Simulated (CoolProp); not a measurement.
Computed with CoolProp (reference Helmholtz-energy equation of state, Lemmon 2005).

**Question.** Give the vapour pressure (MPa), liquid density (kg/m³), liquid cp (kJ/(kg K)), surface tension (mN/m) of saturated R125 at 252.7, 264.8 K.

**Answer.** 
```
T (K)  p (MPa)  liquid density (kg/m³)  liquid cp (kJ/(kg K))  surface tension (mN/m)
-----  -------  ----------------------  ---------------------  ----------------------
252.7    0.332                    1410                   1.18                    9.69
264.8    0.510                    1360                   1.22                    8.04
```

Surface tension comes from a separate correlation (Mulero 2012).
